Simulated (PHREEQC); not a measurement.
Solution (25 °C and 300 atm): 0.11 mol/kgw H3PO4, 0.00023 mol/kgw Na2B4O7 and 0.0026 mol/kgw NaCl. Closed to the air; pH follows from the charge balance.

Computed with PHREEQC (ion-association model, phreeqc.dat).

```json
[
 {"quantity": "pH", "before": "1.59", "after": "8.98"},
 {"quantity": "ionic strength (mol/kgw)", "before": "0.0323", "after": "0.00306"},
 {"quantity": "H2BO3- (mol/kgw)", "before": "3.95e-11", "after": "0.000447"}
]
```

Problem. What was changed between the two runs?
(A) temperature from 25 to 20 °C
(B) NaCl left out
(C) temperature from 25 to 50 °C
(D) H3PO4 left out

Solution. D, H3PO4 left out

This is a speciation only: nothing precipitates in the calculation. Under pressure, the constants of complexes without a molar volume in the database are unreliable.
